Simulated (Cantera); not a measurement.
## Pyrogenic steam for wet oxidation

A perfectly stirred reactor is fed with H2 : O2 : N2 = 0.38 : 1 : 2.4 (molar parts), equivalence ratio 0.19, at 31000 Pa; it is held at 1400 K, and followed from long to short residence time.

Cantera simulation using the H2/O2 subset of GRI-Mech 3.0, which has no nitrogen chemistry; the numbers are that mechanism's predictions, not measurements. The temperature is held fixed by assumption; the heat of reaction is taken as removed at once.

```csv
τ (s),x H2,x O2,x OH,x H2O2,x H2O,x HO2
2.4,2.47e-5,0.226,0.000318,7.50e-8,0.106,8.56e-7
0.83,4.97e-5,0.225,0.000455,1.22e-7,0.106,1.62e-6
0.28,0.000101,0.225,0.000655,1.95e-7,0.105,3.03e-6
0.097,0.000201,0.225,0.000935,2.98e-7,0.105,5.34e-6
0.033,0.000401,0.225,0.00134,4.44e-7,0.105,8.92e-6
0.011,0.000800,0.224,0.00194,6.47e-7,0.104,1.38e-5
0.0039,0.00151,0.223,0.00274,8.89e-7,0.102,1.90e-5
0.0013,0.00291,0.222,0.00391,1.18e-6,0.0988,2.41e-5
0.00045,0.00531,0.220,0.00535,1.46e-6,0.0928,2.75e-5
0.00015,0.00957,0.218,0.00696,1.66e-6,0.0827,2.87e-5
```
x: mole fraction; the columns are a selection and need not sum to one.
